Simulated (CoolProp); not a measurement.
Vapour-liquid equilibrium of benzene (1) + n-nonane (2) at 0.648 MPa; x and y are mole fractions of (1).

Computed with CoolProp (multi-fluid Helmholtz-energy mixture model, Thol 2012 and Lemmon 2006; pair parameters Bell 2016).

```tsv
x	bubble temperature, mixture model (K)	bubble temperature, Raoult's law (K)	y, mixture model	y, Raoult's law
0.05	502.3	503.0	0.155	0.175
0.2	480.7	483.2	0.488	0.520
0.35	465.1	467.9	…	0.713
0.5	…	455.8	0.791	0.830
0.65	…	445.9	…	0.905
0.8	437.2	437.6	…	0.956
0.95	430.5	430.6	0.984	0.991
```

Task: Some entries are withheld; supply them.

Result: 
- 0.35, y, mixture model: 0.676
- 0.5, bubble temperature, mixture model (K): 453.6
- 0.65, bubble temperature, mixture model (K): 444.7
- 0.65, y, mixture model: 0.871
- 0.8, y, mixture model: 0.932

The largest gap from Raoult's law is -2.8 K in bubble temperature, at x = 0.35. No azeotrope shows between x = 0.05 and 0.95.

The pair parameters rest on a limited set of measurements; away from them the model extrapolates.
